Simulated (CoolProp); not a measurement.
A single-stage vapour-compression cycle with R123: evaporating at 291.15 K (dew point), condensing at 321.15 K (bubble point), superheat 5 K, subcooling 2 K, compressor efficiency 0.85, no pressure losses. Each further row changes one setting.

The numbers come from the reference Helmholtz-energy equation of state, Younglove 1994 in CoolProp. It is a modified Benedict-Webb-Rubin equation, recast in Helmholtz form.

```
case                              cooling COP  pressure ratio  discharge temperature (K)  refrigerating effect (kJ/kg)  volumetric capacity (kJ/m³)
--------------------------------  -----------  --------------  -------------------------  ----------------------------  ---------------------------
as stated                          (withheld)            2.86                      328.2                           149                          667
evaporating temperature 296.15 K         9.33      (withheld)                      327.5                           152                   (withheld)
condensing temperature 316.15 K          9.19      (withheld)                      323.2                           154                          691
subcooling 7 K                     (withheld)            2.86                      328.2                           154                          691
superheat 15 K                           7.57            2.86                      338.5                           156                          673
compressor efficiency 0.75               6.63            2.86                      331.7                           149                          667
```

Q: Some entries are withheld; supply them.

A: 
- as stated, cooling COP: 7.51
- evaporating temperature 296.15 K, pressure ratio: 2.36
- evaporating temperature 296.15 K, volumetric capacity (kJ/m³): 816
- condensing temperature 316.15 K, pressure ratio: 2.44
- subcooling 7 K, cooling COP: 7.77
